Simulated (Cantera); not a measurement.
# Diamond growth

A diamond (100) surface in a fixed gas of H2 with x(CH4) = 0.0055, x(H) = 0.0043, x(CH3) = 5.4e-05, 0.0987 atm; coverages are run to steady state.

Computed with Cantera and the Harris–Goodwin 1993 mechanism for the reconstructed diamond (100) surface.

```csv
T (K),growth (µm/h),θ c6HH,θ c6H*,θ c6*H,θ c6**,θ c6HM
925,1.93,0.660,0.0122,0.311,0.00536,0.00932
1000,2.77,0.592,0.0182,0.371,0.00955,0.00662
1075,3.43,0.530,0.0252,0.423,0.0154,0.00444
1150,3.20,0.475,0.0329,0.465,0.0230,0.00237
1225,2.11,0.428,0.0409,0.498,0.0319,0.000851
1300,1.38,0.388,0.0489,0.521,0.0418,0.000235
1375,1.20,0.355,0.0566,0.536,0.0520,6.07e-5
```
θ: site fractions in the mechanism's names (c6HH fully hydrogenated, c6H* and c6*H radical sites, c6** diradical, c6HM methylated).
